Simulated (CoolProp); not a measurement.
A simple Rankine cycle with cyclopropane: condensing at 292.15 K, boiler at 2.05 MPa, turbine inlet 382.6 K, turbine efficiency 0.9, pump efficiency 0.8, no recuperator. Each further row changes one setting.

The numbers come from the reference Helmholtz-energy equation of state, Polt 1992 in CoolProp. This equation is an older, rougher fit; its heat capacities, sound speeds and derivatives of the liquid may be far off and weren't checked against measurements.

| case | thermal efficiency (%) | net work (kJ/kg) | heat in (kJ/kg) | turbine exit temperature (K) | volume ratio over the turbine |
|---|---|---|---|---|---|
| as stated | 12.0 | 63.8 | 530 | 326.6 | 3.14 |
| turbine inlet 402.6 K | 12.2 | 69.5 | 572 | 348.5 | 3.13 |
| condensing temperature 284.15 K | 13.8 | 75.7 | 548 | 316.5 | 3.88 |
| boiler pressure 1.43 MPa | 8.8 | 48.2 | 545 | 345.1 | 2.21 |
| turbine efficiency 0.8 | 10.6 | 56.4 | 530 | 331.2 | 3.19 |
